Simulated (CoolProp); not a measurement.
Vapour-liquid equilibrium of acetone (1) + water (2) at 464.2 K; x and y are mole fractions of (1).

The numbers come from the multi-fluid Helmholtz-energy mixture model, Lemmon 2006 and Wagner 2002; pair parameters Bell 2016 in CoolProp.

Task: Give the bubble pressure and the first vapour's composition at x = 0.125, 0.2, 0.725. Is there an azeotrope?

Result: x = 0.125: 1730 kPa, y = 0.316; x = 0.2: 1902 kPa, y = 0.408; x = 0.725: 2373 kPa, y = 0.749. y crosses x between x = 0.875 and 0.95: the model has an azeotrope there.

The pair parameters rest on a limited set of measurements; away from them the model extrapolates.
